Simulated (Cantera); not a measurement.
A closed system holds: 1 mol Si3N4, 27 mol H2O, at 0.300 bar.

Method: chemical equilibrium by Gibbs-energy minimisation in Cantera with the NASA 1993 tables (ideal gas, pure condensed phases). Candidate condensed phases: H2O, Si, SiO2, Si2N2O, Si3N4; 35 gas species. The tables hold silica as quartz up to 1696 K and as liquid above; real silica turns to tridymite and cristobalite and melts near 1996 K. Gases not in the tables: Si(OH)4. Kinetics and transport are ignored.

### Question
At 1325 °C, list the 4 most abundant gas species with their mole fractions, and the condensed phases.

### Answer
H2O 0.724, H2 0.207, N2 0.0690, H 4.42e-5. Condensed: SiO2(β-quartz).
